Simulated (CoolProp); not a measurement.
Saturation properties of n-perfluorohexane (Tc = 448.0 K, pc = 1742 kPa, ω = 0.497).

Model: reference Helmholtz-energy equation of state, Gao 2022, in CoolProp.

```csv
T (K),p (kPa),liquid density (kg/m³),vapour density (kg/m³),enthalpy of vaporisation (kJ/kg),liquid cp (kJ/(kg K))
294.4,24.89,1687,3.514,94.07,1.041
301.9,34.57,1665,4.790,92.15,1.053
309.4,47.06,1643,6.410,90.19,1.065
316.9,62.90,1620,8.440,88.19,1.076
324.4,82.67,1597,10.95,86.13,1.088
331.9,107.0,1573,14.02,84.01,1.101
339.4,136.6,1549,17.75,81.82,1.113
346.9,172.2,1523,22.23,79.55,1.126
354.5,215.1,1497,27.68,77.15,1.140
362,265.1,1469,34.10,74.66,1.154
369.5,323.4,1441,41.72,72.05,1.169
377,391.0,1410,50.77,69.29,1.186
384.5,468.9,1378,61.54,66.34,1.204
392,558.1,1343,74.40,63.17,1.225
399.5,659.7,1305,89.87,59.73,1.250
```

It boils at 330.3 K under 1 atm.
